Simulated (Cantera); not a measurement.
A freely propagating, adiabatic, planar premixed flame of CO : H2 : CH4 : O2 : N2 = 1 : 1.1 : 0.73 : 2.51 : 9.44 (molar parts), equivalence ratio 1.0, unburnt at 350 K and 10.0 bar; mixture-averaged transport, grid criteria slope 0.08 and curve 0.16, no radiation.

Cantera simulation using GRI-Mech 3.0 (53 species, 325 reactions); the numbers are that mechanism's predictions, not measurements. Burning velocities carry a grid error of a few per cent, more on coarse grids.

Question: Predict: laminar burning velocity; thermal thickness.

Answer: 
```json
{
 "laminar_burning_velocity": "38.9 cm/s",
 "thermal_thickness": "0.0554 mm"
}
```
